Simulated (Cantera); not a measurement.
Charge: 1 mol HMDSO, 1 mol O₂, 4.1 mol NO, equilibrated at 725 °C and 27.8 Torr.

These are equilibrium values from Cantera (NASA tables, ideal gas, pure condensed phases), not measurements of a reactor. Candidate condensed phases: C, C₆H₆, C₇H₈, C₈H₁₈, H₂O, Si, SiC, SiO₂, Si₂N₂O, Si₃N₄; 151 gas species. The feed counts by its element totals alone. Equilibrium is a limit: real reactors are often held back by kinetics, nucleation or transport.

Base state: H₂ 0.634, CO 0.216, N₂ 0.146, H₂O 0.00207, CH₄ 0.00145, CO₂ 0.00102 (mole fractions); condensed: C(graphite) + SiO₂(β-quartz).

What changes in the equilibrium state with this change: temperature from 725 °C to 1102 °C?


```json
[
 {"species": "H₂", "before": "0.634", "after": "0.559"},
 {"species": "CO", "before": "0.216", "after": "0.373"},
 {"species": "N₂", "before": "0.146", "after": "0.0674"},
 {"species": "SiO", "before": "<1e-9", "after": "1.14e-5"},
 {"species": "H", "before": "8.90e-9", "after": "1.33e-5"},
 {"species": "CO₂", "before": "0.00102", "after": "1.41e-5"},
 {"species": "C(graphite), mol", "before": "2.92", "after": "0"},
 {"species": "SiO₂(β-quartz), mol", "before": "2.00", "after": "0.0672"},
 {"species": "Si₂N₂O(s), mol", "before": "0", "after": "0.966"}
]
```
Mutual solubility and eutectic melting of coexisting phases are not modelled. The tables hold silica as quartz up to 1696 K and as liquid above; real silica turns to tridymite and cristobalite and melts near 1996 K.
